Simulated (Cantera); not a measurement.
Titanium nitride, carbide and oxide coatings: Ti(OiPr)4 + C3H8

Feed: 1 mol Ti(OiPr)4, 0.16 mol C3H8, held at 0.100 bar.

Cantera equilibrium calculation (NASA polynomials, part measured and part estimated; ideal gas, pure solids and liquids). Candidate condensed phases: C, C6H6, C7H8, C8H18, H2O, Ti, TiC, TiO, TiO2, Ti2O3, Ti3O5, Ti4O7; 113 gas species. The feed counts by its element totals alone. TiC: taken at fixed stoichiometry. Condensed phases not in the tables: Magnéli phases beyond Ti4O7. Equilibrium is a limit: real reactors are often held back by kinetics, nucleation or transport.

```csv
T (K),x H2,x CO,x CH4,x H,n C(graphite),n Ti4O7(s),n Ti3O5(s),n TiC(s)
1173,0.865,0.133,0.00146,3.47e-7,10.2,0.250,0,0
1273,0.862,0.137,0.000698,2.09e-6,10.1,0,0.333,0
1373,0.785,0.215,0.000310,9.33e-6,7.48,0,0,1.00
1473,0.785,0.215,0.000181,3.54e-5,7.48,0,0,1.00
1573,0.785,0.215,0.000113,0.000114,7.48,0,0,1.00
1673,0.785,0.215,7.48e-5,0.000319,7.48,0,0,1.00
1773,0.785,0.215,5.19e-5,0.000797,7.48,0,0,1.00
```
x: gas mole fraction; n: condensed amount in mol.

At 1173 K the condensed part is C(graphite) + Ti4O7(s). At 1273 K the condensed part is C(graphite) + Ti3O5(s). From 1373 K to 1773 K the condensed part is C(graphite) + TiC(s).
